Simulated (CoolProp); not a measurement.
Model: reference Helmholtz-energy equation of state, Gao 2020, in CoolProp.

Problem. Give the vapour pressure (kPa), vapour Z, surface tension (mN/m), liquid viscosity (µPa s) of saturated ammonia at 332.9, 337.2 K.

Solution. 
```json
[
 {"T (K)": "332.9", "p (kPa)": "2600", "vapour Z": "0.786", "surface tension (mN/m)": "12.8", "liquid viscosity (µPa s)": "94.7"},
 {"T (K)": "337.2", "p (kPa)": "2880", "vapour Z": "0.771", "surface tension (mN/m)": "11.9", "liquid viscosity (µPa s)": "91.0"}
]
```

Viscosity comes from a separate model (Fenghour 1995). Surface tension comes from a separate correlation (Mulero 2012).
